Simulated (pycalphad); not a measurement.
All values are pycalphad results on the COST 507 light-alloy database (1999) (1 atm), not direct measurements. The database dates from 1999; later assessments differ in places, in temperatures and in the compounds included.

**Question.** Which phases does Nb-27 at.% Ti hold at 2185 °C, with what compositions and amounts?

**Answer.** BCC_A2 with 21.4 at.% Ti and LIQUID with 32.8 at.% Ti. The lever rule gives (27 − 21.4)/(32.8 − 21.4) = 0.49 of LIQUID and 0.51 of BCC_A2.

**Question.** Which phases does Nb-33 at.% Ti hold at 435 °C, with what compositions and amounts?

**Answer.** BCC_A2 with 8.0 at.% Ti and HCP_A3 with 99.09 at.% Ti. The lever rule gives (33 − 8.0)/(99.1 − 8.0) = 0.27 of HCP_A3 and 0.73 of BCC_A2.

**Question.** Which phases does Nb-91 at.% Ti hold at 685 °C, with what compositions and amounts?

**Answer.** BCC_A2 with 81.7 at.% Ti and HCP_A3 with 98.1 at.% Ti. The lever rule gives (91 − 81.7)/(98.1 − 81.7) = 0.57 of HCP_A3 and 0.43 of BCC_A2.

**Question.** Which phases does Nb-37 at.% Ti hold at 2102 °C, with what compositions and amounts?

**Answer.** BCC_A2 with 30.0 at.% Ti and LIQUID with 43.2 at.% Ti. The lever rule gives (37 − 30.0)/(43.2 − 30.0) = 0.53 of LIQUID and 0.47 of BCC_A2.

BCC_A2 is bcc; HCP_A3 is hcp.
